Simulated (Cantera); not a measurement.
Charge: 1 mol AlBr₃, 89 mol NH₃, 550 mol H₂, equilibrated at 1275 °C.

Cantera equilibrium calculation (NASA polynomials, part measured and part estimated; ideal gas, pure solids and liquids). Candidate condensed phases: Al, AlBr₃, AlN, Br₂; 19 gas species. Rates play no part.

### Question
What share of the Al ends up in condensed phases as a function of P (Pa), at 10, 37, 140, 520, 1900, 7200, 27000, 100000?

### Answer
| P (Pa) | Al condensed (%) | as |
|---|---|---|
| 10 | 0.0 | - |
| 37 | 0.0 | - |
| 140 | 0.0 | - |
| 520 | 0.0 | - |
| 1900 | 62.8 | AlN(s) |
| 7200 | 88.9 | AlN(s) |
| 27000 | 96.8 | AlN(s) |
| 100000 | 98.9 | AlN(s) |
